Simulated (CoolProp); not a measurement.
Values from CoolProp's reference Helmholtz-energy equation of state, Platzer 1990. This equation is an older, rougher fit.

For CF4 (R14), give the phase and the speed of sound (m/s), Joule-Thomson coefficient (K/MPa), expansivity (1/kK), viscosity (µPa s) at 157.6 K and 0.101 MPa.


- 157.6 K and 0.101 MPa: gas; speed of sound 134, Joule-Thomson coefficient 24.5, expansivity 6.87, viscosity 9.47

Viscosity comes from a separate model (Huber 2003), an estimate that may be off by 10 % or more.
